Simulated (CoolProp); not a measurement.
Properties of vinyl chloride along the isotherm 156.85 °C.

The numbers come from the reference Helmholtz-energy equation of state, Thol 2022 in CoolProp.

```tsv
p (MPa)	phase	cp (kJ/(kg K))	speed of sound (m/s)
0.764	gas	1.130	246.9
1.53	gas	…	…
2.29	gas	1.258	227.7
3.05	gas	…	216.5
3.82	gas	…	203.9
4.58	gas	1.939	189.9
5.35	gas	3.103	173.8
6.11	supercritical	18.28	160.8
6.87	supercritical	3.957	231.1
7.64	supercritical	2.991	271.9
8.4	supercritical	…	302.3
```

**Question.** Fill in the missing entries.

**Answer.** 
- 1.53, cp (kJ/(kg K)): 1.183
- 1.53, speed of sound (m/s): 237.7
- 3.05, cp (kJ/(kg K)): 1.370
- 3.82, cp (kJ/(kg K)): 1.560
- 8.4, cp (kJ/(kg K)): 2.618

The peak of cp marks the crossing from liquid-like to gas-like fluid above the critical point.
